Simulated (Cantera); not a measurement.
A closed system holds: 1 mol SiHCl₃, 16 mol N₂, held at 0.0133 bar.

These are equilibrium values from Cantera (NASA tables, ideal gas, pure condensed phases), not measurements of a reactor. Candidate condensed phases: NH₄Cl, Si, Si₃N₄; 28 gas species. N₂ is the only nitrogen source here; it is nearly inert below about 1500 K, so the nitride shown seldom forms there in practice. The numbers say what is thermodynamically allowed, not how fast it happens.

Over these rows the condensed part is Si₃N₄(s). Partial pressures as log10 of bar:

```csv
T (K),1000/T (1/K),log p SiCl₂,log p N₂,log p HCl,log p SiCl₄
1173,0.8525,-5.60,-1.91,-3.16,-3.40
1223,0.8177,-5.09,-1.91,-3.16,-3.41
1273,0.7855,-4.64,-1.91,-3.16,-3.43
1323,0.7559,-4.23,-1.92,-3.16,-3.48
1373,0.7283,-3.87,-1.92,-3.16,-3.57
1423,0.7027,?,-1.92,-3.17,-3.73
```

Problem. Fit log p(SiCl₂) = a + b·(1000/T) to the five rows, give the apparent enthalpy, and predict the row at 1423 K.

Solution. Means: 1000/T = 0.7880, log p = -4.686. Sxy = -0.134420, Sxx = 0.0096431, so b = -13.94 and a = -4.686 − (-13.94)×0.7880 = 6.30.
Apparent enthalpy: −19.145 × (-13.94) = 267 kJ/mol. With the condensed phases at unit activity, 1/6 Si₃N₄(s) + 1/2 SiCl₄(g) = SiCl₂(g) + 1/3 N₂(g) links this pressure to the main gases: over the six rows their terms move log p by -0.16 in all, so the slope isn't that reaction's ΔH° alone. The five rows lie within 0.02 of the line.
Prediction at 1423 K: 6.30 + (-13.94)×0.7027 = -3.50. The computed value is -3.58, 0.08 from the line.
